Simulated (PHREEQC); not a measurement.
1 kg of water holding 0.073 mol Na2SO4 and 0.058 mol NaCl is evaporated at 25 °C; the solids stay in contact with the brine. CO2 from the air is kept out. Only these solids could form: Halite, Mirabilite, Thenardite.

Base run: PHREEQC, Pitzer model, pitzer.dat. Each further column changes one thing. The table gives water activity.

```csv
H2O removed (mol),base,temperature from 25 to 5 °C
0,0.995,0.995
18.01,0.993,0.993
24.69,0.991,0.991
34.69,0.987,0.988
38.4,0.985,0.985
43.95,0.978,(withheld)
47.7,0.968,0.975
49.09,0.961,(withheld)
51.17,0.943,0.964
52.58,0.913,0.947
53.1,0.895,0.932
53.88,0.844,0.870
54.17,0.805,(withheld)
54.6,0.802,0.753
```

Q: Complete the blanks.

A: 
- 43.95, temperature from 25 to 5 °C: 0.979
- 49.09, temperature from 25 to 5 °C: 0.972
- 54.17, temperature from 25 to 5 °C: 0.794

 Away from 25 °C the constants follow the database's enthalpies or fits; those with neither stay at their 25 °C values.
